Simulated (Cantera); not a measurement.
# C₂H₅OH + CO₂ + N₂ + H₂ (carbon deposition, reforming and gasification)

Charge: 1 mol C₂H₅OH, 0.064 mol CO₂, 34 mol N₂, 0.49 mol H₂, equilibrated at 1.33 mbar.

Method: chemical equilibrium by Gibbs-energy minimisation in Cantera with the NASA 1993 tables (ideal gas, pure condensed phases). Candidate condensed phases: C, C₆H₆, C₇H₈, C₈H₁₈, H₂O; 136 gas species. Kinetics and transport are ignored.

From 402 °C to 752 °C the condensed part is C(graphite). The main C-bearing gas is CO throughout. The share of C in condensed phases is highest at 402 °C (58.1 %) and lowest at 752 °C (45.3 %).

| T (°C) | log p N₂ | log p H₂ | log p CO | log p CO₂ | log p H₂O | log p CH₄ | n C(graphite) |
|---|---|---|---|---|---|---|---|
| 402 | -2.93 | -3.93 | -4.63 | -5.18 | -5.56 | -6.69 | 1.20 |
| 452 | -2.93 | -3.92 | -4.46 | -5.76 | -6.10 | -7.13 | 1.01 |
| 502 | -2.93 | -3.92 | -4.42 | -6.48 | -6.68 | -7.53 | 0.951 |
| 552 | -2.93 | -3.92 | -4.41 | -7.17 | -7.23 | -7.88 | 0.939 |
| 602 | -2.93 | -3.92 | -4.41 | -7.79 | -7.72 | -8.20 | 0.937 |
| 652 | -2.93 | -3.92 | -4.41 | -8.34 | -8.16 | -8.48 | 0.936 |
| 702 | -2.93 | -3.92 | -4.41 | -8.84 | -8.55 | -8.74 | 0.936 |
| 752 | -2.93 | -3.92 | -4.41 | -9.28 | -8.90 | -8.97 | 0.936 |
log p: log10 of the partial pressure in bar; n: condensed amount in mol.
